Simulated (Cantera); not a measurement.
FeS2 + H2 (hydrogen reduction and annealing atmospheres)

Charge: 1 mol FeS2, 5.7 mol H2, at 1277 °C.

Cantera equilibrium calculation (NASA polynomials, part measured and part estimated; ideal gas, pure solids and liquids). Candidate condensed phases: Fe, FeS, FeS2, S; 8 gas species. FeS: taken at fixed stoichiometry. Kinetics and transport are ignored.

```
P (Pa)    x H2    x H2S      x S2      x SH      x Fe       x H  n Fe(γ)  n FeS(l)
-------  -----  -------  --------  --------  --------  --------  -------  --------
10       0.835  0.00897     0.140   0.00670   0.00419   0.00288    0.972         0
52       0.906   0.0158    0.0707   0.00497  0.000747   0.00131        0     0.995
270      0.898   0.0336    0.0627   0.00466   6.71e-5  0.000574        0     1.000
1400     0.881   0.0659    0.0483   0.00405   6.47e-6  0.000250        0     1.000
7200     0.858    0.111    0.0281   0.00305   7.27e-7  0.000109        0     1.000
37000    0.837    0.150    0.0106   0.00185   1.02e-7   4.74e-5        0     1.000
190000   0.828    0.169   0.00265  0.000919   1.75e-8   2.08e-5        0      1.00
1000000  0.825    0.174  0.000537  0.000413   3.21e-9   9.05e-6        0      1.00
```
x: gas mole fraction; n: condensed amount in mol.

At 0.000100 bar the condensed part is Fe(γ). From 0.000520 bar to 10.0 bar the condensed part is FeS(l).
